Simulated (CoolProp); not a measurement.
Hexamethyldisiloxane (MM) at 352.36 K and 0.0242 MPa is compressed adiabatically to 0.114 MPa with isentropic efficiency 0.6. Each further row changes one setting.

Model: reference Helmholtz-energy equation of state, Thol 2016, in CoolProp.

| case | work (kJ/kg) | final temperature (K) | final phase | final density (kg/m³) |
|---|---|---|---|---|
| as stated | 45.8 | 381.9 | gas | (withheld) |
| efficiency 1 | 27.5 | 377.8 | (withheld) | (withheld) |
| efficiency 0.65 | 42.3 | 379.9 | gas | 6.28 |

Question: What belongs in the gaps?

Answer: 
- as stated, final density (kg/m³): 6.24
- efficiency 1, final phase: two-phase, vapour fraction 0.942
- efficiency 1, final density (kg/m³): 6.72
